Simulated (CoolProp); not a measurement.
The numbers come from the reference Helmholtz-energy equation of state, Thol 2014 in CoolProp.

Question: Give the vapour pressure (MPa), vapour density (kg/m³), enthalpy of vaporisation (kJ/kg), surface tension (mN/m) of saturated chloromethane (R40) at -17.05, 12.85 °C.

Answer: 
```tsv
T (°C)	p (MPa)	vapour density (kg/m³)	enthalpy of vaporisation (kJ/kg)	surface tension (mN/m)
-17.05	0.136	3.36	421	22.3
12.85	0.399	9.27	388	17.3
```

Surface tension comes from a separate correlation (Mulero 2014).
